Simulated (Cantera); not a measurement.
Source: NASA polynomial tables (part measured, part estimated), evaluated in Cantera. Values are per mole of reaction as written; species without (g) are pure solids or liquids, kept so even where they would boil at 1 bar.

CaF₂ + Cl₂(g) ⇌ CaCl₂ + 2 F(g), with ΔH° = 588.9 kJ and ΔS° = 130.6 J/K at 300 K.

### Question
How far is the shortcut ΔG° ≈ ΔH°(300 K) − T·ΔS°(300 K) from the full temperature-dependent value at 1425, 1575, 1725, 1875, 2025, 2175, 2325, 2475, 2625 K?

### Answer
```tsv
T (K)	shortcut (kJ)	full (kJ)	difference (kJ)	difference in log10 K	condensed phases
1425	402.8	382.9	19.9	-0.73	CaF₂(s), CaCl₂(l)
1575	383.2	358.0	25.2	-0.84	CaF₂(s), CaCl₂(l)
1725	363.7	334.0	29.7	-0.90	CaF₂(l), CaCl₂(l)
1875	344.1	312.0	32.1	-0.89	CaF₂(l), CaCl₂(l)
2025	324.5	289.9	34.6	-0.89	CaF₂(l), CaCl₂(l)
2175	304.9	267.8	37.1	-0.89	CaF₂(l), CaCl₂(l)
2325	285.3	245.6	39.7	-0.89	CaF₂(l), CaCl₂(l)
2475	265.7	223.3	42.4	-0.89	CaF₂(l), CaCl₂(l)
2625	246.1	201.1	45.1	-0.90	CaF₂(l), CaCl₂(l)
```
The shortcut ignores heat capacities and the phase changes listed.
